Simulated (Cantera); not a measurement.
An isothermal, constant-pressure homogeneous reactor starts with CH4 : H2O = 1 : 0.55 (molar parts), at 2175 K and 593 Torr. Integrator tolerance rtol = 1e-08.

Computed with Cantera and GRI-Mech 3.0 (53 species, 325 reactions). GRI-Mech 3.0 stops at C3 and has no aromatics, soot or wall deposition, so with more carbon than oxygen in the feed, carbon stays in small species such as C2H2 where larger ones or solid carbon would form.

What does this change do: temperature 2175 to 1700 K?


| quantity | before | after |
|---|---|---|
| x(CH4) at 4.00 s | 0.000797 (gas-phase equilibrium 0.000798) | 0.0171 (gas-phase equilibrium 0.0160) |
| x(H2O) at 4.00 s | 9.68e-7 (gas-phase equilibrium 9.71e-7) | 0.00799 (gas-phase equilibrium 1.46e-6) |
| x(C2H) at 4.00 s | 1.48e-5 (gas-phase equilibrium 1.48e-5) | 7.45e-8 (gas-phase equilibrium 6.94e-8) |
| x(CO) at 4.00 s | 0.177 (gas-phase equilibrium 0.177) | 0.173 (gas-phase equilibrium 0.181) |
| x(H2O2) at 4.00 s | <1e-12 (gas-phase equilibrium <1e-12) | <1e-12 (gas-phase equilibrium <1e-12) |
